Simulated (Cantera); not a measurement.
Input: 1 mol Al, 2 mol Cl₂, 26 mol N₂, held at 700 K and 0.133 bar.

Cantera equilibrium calculation (NASA polynomials, part measured and part estimated; ideal gas, pure solids and liquids). Candidate condensed phases: Al, AlCl₃, AlN; 11 gas species. Kinetics and transport are ignored.

Base state: N₂ 0.950, AlCl₃ 0.0277, Cl₂ 0.0183, Al₂Cl₆ 0.00442 (mole fractions); condensed: gas only.

### Question
What changes in the equilibrium state with this change: temperature from 700 K to 1198 K?

### Answer
| species | before | after |
|---|---|---|
| N₂ | 0.950 | 0.945 |
| AlCl₃ | 0.0277 | 0.0363 |
| Cl₂ | 0.0183 | 0.0173 |
| Al₂Cl₆ | 0.00442 | 1.83e-6 |
| Cl | 2.45e-7 | 0.00167 |
